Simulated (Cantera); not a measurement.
Feed: 1 mol PbO, 8 mol H2, 4.7 mol N2, held at 0.0133 bar.

Method: chemical equilibrium by Gibbs-energy minimisation in Cantera with the NASA 1993 tables (ideal gas, pure condensed phases). Candidate condensed phases: H2O, Pb, PbO, PbO2, Pb3O4; 27 gas species. Equilibrium is a limit: real reactors are often held back by kinetics, nucleation or transport. All values below are at 775 °C.

Base state: H2 0.549, N2 0.369, H2O 0.0785, Pb 0.00335 (mole fractions); condensed: Pb(l).

**Question.** What changes in the equilibrium state with this change: pressure from 0.0133 bar to 3.20 bar?

**Answer.** 
| species | before | after |
|---|---|---|
| H2 | 0.549 | 0.551 |
| N2 | 0.369 | 0.370 |
| H2O | 0.0785 | 0.0788 |
| Pb | 0.00335 | 1.40e-5 |
| NH3 | 1.42e-6 | 0.000342 |
| Pb(l), mol | 0.957 | 1.000 |

**Question.** What changes in the equilibrium state with this change: PbO replaced by Pb?

**Answer.** 
```tsv
species	before	after
H2	0.549	0.628
N2	0.369	0.369
Pb	0.00335	0.00335
H2O	0.0785	0
Pb(l), mol	0.957	0.957
```
